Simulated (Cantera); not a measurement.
An isothermal, constant-pressure homogeneous reactor starts with 43.5 % CH₄, 56.5 % H₂O, at 1225 K and 105 Torr.

Cantera simulation using GRI-Mech 3.0 (53 species, 325 reactions); the numbers are that mechanism's predictions, not measurements.

Task: Predict: x(CH₄) at 200 s; x(H₂O) at 200 s; x(C₂H₄) at 200 s; x(C₂H₂) at 200 s; x(CO₂) at 200 s.

Result: 
| Quantity | Result |
|---|---|
| x(CH₄) at 200 s | 0.390 (gas-phase equilibrium 6.75e-6) |
| x(H₂O) at 200 s | 0.548 (gas-phase equilibrium 0.0576) |
| x(C₂H₄) at 200 s | 0.00151 (gas-phase equilibrium 5.11e-12) |
| x(C₂H₂) at 200 s | 0.0141 (gas-phase equilibrium 6.27e-12) |
| x(CO₂) at 200 s | 4.93e-5 (gas-phase equilibrium 0.0122) |
